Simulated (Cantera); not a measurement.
Input: 1 mol SiH2Cl2, 0.2 mol N2O, 44 mol N2, at 0.100 bar.

Method: chemical equilibrium by Gibbs-energy minimisation in Cantera with the NASA 1993 tables (ideal gas, pure condensed phases). Candidate condensed phases: H2O, NH4Cl, Si, SiO2, Si2N2O, Si3N4; 47 gas species. Mutual solubility and eutectic melting of coexisting phases are not modelled. Kinetics and transport are ignored.

What share of the Si ends up in condensed phases as a function of T (K), at 725, 800, 875, 950, 1025, 1100, 1175, 1250, 1325, 1400, 1475, 1550, 1625, 1700?


```
T (K)  Si condensed (%)                    as
-----  ----------------  --------------------
725                80.0  Si2N2O(s) + Si3N4(s)
800                81.9  Si2N2O(s) + Si3N4(s)
875                83.5  Si2N2O(s) + Si3N4(s)
950                84.7  Si2N2O(s) + Si3N4(s)
1025               85.6  Si2N2O(s) + Si3N4(s)
1100               86.4  Si2N2O(s) + Si3N4(s)
1175               87.0  Si2N2O(s) + Si3N4(s)
1250               87.2  Si2N2O(s) + Si3N4(s)
1325               86.7  Si2N2O(s) + Si3N4(s)
1400               84.7  Si2N2O(s) + Si3N4(s)
1475               79.8  Si2N2O(s) + Si3N4(s)
1550               71.7  Si2N2O(s) + Si3N4(s)
1625               61.6  Si2N2O(s) + Si3N4(s)
1700               50.8  Si2N2O(s) + Si3N4(s)
```
